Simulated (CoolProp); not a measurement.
Vapour-liquid equilibrium of sulfur dioxide (1) + toluene (2) at 119.15 °C; x and y are mole fractions of (1).

Model: multi-fluid Helmholtz-energy mixture model, Gao 2016 and Lemmon 2006; pair parameters Bell 2016, in CoolProp.

| x | bubble pressure (bar) | y at the bubble point | dew pressure at overall composition x (bar) | liquid density (mol/L) |
|---|---|---|---|---|
| 0.05 | 2.503 | 0.494 | 1.351 | 8.614 |
| 0.15 | 5.372 | 0.776 | 1.509 | 9.157 |
| 0.25 | 8.688 | 0.869 | 1.707 | 9.750 |
| 0.35 | 12.30 | 0.913 | 1.963 | 10.40 |
| 0.45 | 16.08 | 0.938 | 2.308 | 11.11 |
| 0.55 | 19.96 | 0.955 | 2.799 | 11.88 |
| 0.65 | 23.93 | 0.966 | 3.553 | 12.73 |
| 0.75 | 28.07 | 0.976 | 4.864 | 13.64 |
| 0.85 | 32.53 | 0.985 | 7.727 | 14.60 |
| 0.95 | 37.58 | 0.995 | 18.73 | 15.54 |

No azeotrope shows between x = 0.05 and 0.95.

The pair parameters rest on a limited set of measurements; away from them the model extrapolates.
